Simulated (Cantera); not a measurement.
Cantera run, input and output.

```python
import numpy as np
import cantera as ct

gas = ct.Solution("gri30.yaml")
gas.TPX = 1575, 1000000, {'CH4': 1, 'CO': 0.25, 'O2': 2.95, 'N2': 11.1}
reactor = ct.IdealGasReactor(gas, energy="on", clone=False)
net = ct.ReactorNet([reactor])
net.rtol, net.atol = 1e-08, 1e-16
show = ['CH4', 'CO', 'O2', 'HO2', 'C2H6', 'CH3', 'C2H2']
times = np.geomspace(7e-06, 1, 11)

steps = ct.SolutionArray(gas, extra=["t"])
rows = []
print(f"{'t/s':>10s}{'T/K':>9s}{'P/Pa':>11s}" + "".join(f"{s:>11s}" for s in show))
for t in times:
    while net.time < t:
        t_next = net.step()
        steps.append(gas.state, t=t_next)
    rows.append([np.interp(t, steps.t, y) for y in (steps.T, steps.P, *steps(*show).X.T)])
    print(f"{t:10.3e}{rows[-1][0]:9.1f}{rows[-1][1]:11.4g}" + "".join(f"{x:11.3e}" for x in rows[-1][2:]))
rate = np.gradient(steps.T, steps.t)
print("integrator steps:", len(steps.t))
if steps.T.max() > steps.T[0] + 200:
    print(f"time of steepest temperature rise: {steps.t[rate.argmax()]:.4e} s")
gas.TPX = 1575, 1000000, {'CH4': 1, 'CO': 0.25, 'O2': 2.95, 'N2': 11.1}
gas.equilibrate("UV")
print(f"equilibrium (UV): T = {gas.T:.1f} K  " + "  ".join(f"{s} {gas[s].X[0]:.3e}" for s in show))
```

Output:

```
       t/s      T/K       P/Pa        CH4         CO         O2        HO2       C2H6        CH3       C2H2
 7.000e-06   1575.0      1e+06  6.531e-02  1.634e-02  1.928e-01  5.166e-06  6.810e-07  3.362e-05  1.114e-11
 2.294e-05   1576.4  1.001e+06  6.490e-02  1.633e-02  1.925e-01  1.224e-05  5.276e-05  1.586e-04  5.142e-09
 7.518e-05   1686.7  1.075e+06  5.016e-02  2.072e-02  1.801e-01  2.364e-04  1.393e-03  9.884e-04  2.111e-05
 2.464e-04   2965.1  1.906e+06  3.510e-15  1.876e-02  4.924e-02  2.989e-05  1.439e-28  2.652e-14  4.609e-18
 8.073e-04   2961.6  1.904e+06  3.510e-15  1.872e-02  4.828e-02  2.927e-05  1.439e-28  2.628e-14  4.534e-18
 2.646e-03   2961.6  1.904e+06  3.510e-15  1.872e-02  4.828e-02  2.927e-05  1.439e-28  2.628e-14  4.534e-18
 8.670e-03   2961.6  1.904e+06  3.510e-15  1.872e-02  4.828e-02  2.927e-05  1.439e-28  2.628e-14  4.534e-18
 2.841e-02   2961.6  1.904e+06  3.510e-15  1.872e-02  4.828e-02  2.927e-05  1.439e-28  2.628e-14  4.534e-18
 9.311e-02   2961.6  1.904e+06  3.510e-15  1.872e-02  4.828e-02  2.927e-05  1.439e-28  2.628e-14  4.534e-18
 3.051e-01   2961.6  1.904e+06  3.510e-15  1.872e-02  4.828e-02  2.927e-05  1.439e-28  2.628e-14  4.534e-18
 1.000e+00   2961.6  1.904e+06  3.510e-15  1.872e-02  4.828e-02  2.927e-05  1.439e-28  2.628e-14  4.534e-18
integrator steps: 1843
time of steepest temperature rise: 8.1690e-05 s
equilibrium (UV): T = 2961.6 K  CH4 4.701e-15  CO 1.872e-02  O2 4.828e-02  HO2 2.927e-05  C2H6 2.479e-28  CH3 3.519e-14  C2H2 4.888e-18
```

Computed with Cantera and GRI-Mech 3.0 (53 species, 325 reactions).
